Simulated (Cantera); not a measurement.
What does this Cantera script print?

```python
import numpy as np
import cantera as ct

gas_names = """
    CL CLO CL2 Mg MgCL MgCL2 MgO Mg2 O O2 O3
""".split()
cond_names = """
    Mg(cr) Mg(L) MgCL2(s) MgCL2(L) MgO(s) MgO(L)
""".split()


# ... load() reads the species with a 1 bar reference pressure and builds the phases ...
atoms = {
    'MgO': {'Mg': 1, 'O': 1},
    'Cl2': {'CL': 2},
}
top_T = {}  # K; cautious upper limits of use, not melting points


# ... equilibrate(T, P, feed) seeds the gas with the atoms and calls Mixture.equilibrate('TP', solver="vcs", rtol=1e-11, max_steps=5000) ...
results = []
feed = {'MgO': 1, 'Cl2': 10}  # mol
T = 775  # K
P = 2.6  # Pa
mix = equilibrate(T, P, feed)
results.append((T, P, feed, dict(zip(mix.species_names, mix.species_moles))))
x = sorted(zip(gas.X, gas.species_names), reverse=True)
print(f"T = {T:g} K  P = {P:g} Pa  gas = {mix.phase_moles(0):.4g} mol")
print("   x: " + "  ".join(f"{s} {v:.3e}" for v, s in x if v > 0.0001))
print("   condensed (mol): " + ("  ".join(f"{mix.phase(i).name} {mix.phase_moles(i):.4g}"
      for i in range(1, mix.n_phases) if mix.phase_moles(i) > 1e-12) or "none"))
```

Result:

```
T = 775 K  P = 2.6 Pa  gas = 10.01 mol
   x: CL2 9.982e-01  CL 1.007e-03  MgCL2 5.184e-04  O2 2.592e-04
   condensed (mol): MgO(s) 0.9948
```

These are equilibrium values from Cantera (NASA tables, ideal gas, pure condensed phases), not measurements of a reactor.
